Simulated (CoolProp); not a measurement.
Hexamethyldisiloxane (MM) along the isotherm 327.9 K: Z from the reference equation and from simpler models built on Tc = 518.7 K, pc = 1.931 MPa, ω = 0.418; each cubic takes its own stable root.

Model: reference Helmholtz-energy equation of state, Thol 2016, in CoolProp.

```json
[
 {"p (MPa)": "0.0611", "phase": "liquid", "reference": "0.005002"},
 {"p (MPa)": "0.0921", "phase": "liquid", "reference": "0.007539"},
 {"p (MPa)": "0.139", "phase": "liquid", "reference": "0.01138"},
 {"p (MPa)": "0.21", "phase": "liquid", "reference": "0.01718"},
 {"p (MPa)": "0.316", "phase": "liquid", "reference": "0.02585"},
 {"p (MPa)": "0.477", "phase": "liquid", "reference": "0.03900"},
 {"p (MPa)": "0.72", "phase": "liquid", "reference": "0.05883"},
 {"p (MPa)": "1.09", "phase": "liquid", "reference": "0.08897"},
 {"p (MPa)": "1.64", "phase": "liquid", "reference": "0.1337"},
 {"p (MPa)": "2.47", "phase": "liquid", "reference": "0.2009"},
 {"p (MPa)": "3.73", "phase": "liquid", "reference": "0.3024"},
 {"p (MPa)": "5.62", "phase": "liquid", "reference": "0.4534"},
 {"p (MPa)": "8.49", "phase": "liquid", "reference": "0.6805"},
 {"p (MPa)": "12.8", "phase": "liquid", "reference": "1.017"},
 {"p (MPa)": "19.3", "phase": "liquid", "reference": "1.514"}
]
```

How far does each simpler model (van der Waals, Redlich-Kwong, Soave-Redlich-Kwong, Peng-Robinson) lie from the reference over these 15 states: mean and median of the absolute difference, and the worst?


- van der Waals: mean 3055.3 %, median 64.4 %, worst +19334.2 % at 327.9 K and 0.0611 MPa
- Redlich-Kwong: mean 1284.4 %, median 12.7 %, worst +19100.3 % at 327.9 K and 0.0611 MPa
- Soave-Redlich-Kwong: mean 6.6 %, median 6.9 %, worst +7.0 % at 327.9 K and 0.0611 MPa
- Peng-Robinson: mean 5.3 %, median 5.2 %, worst -5.7 % at 327.9 K and 19.3 MPa

At some of these states van der Waals, Redlich-Kwong gives the other phase, because its saturation line lies elsewhere.
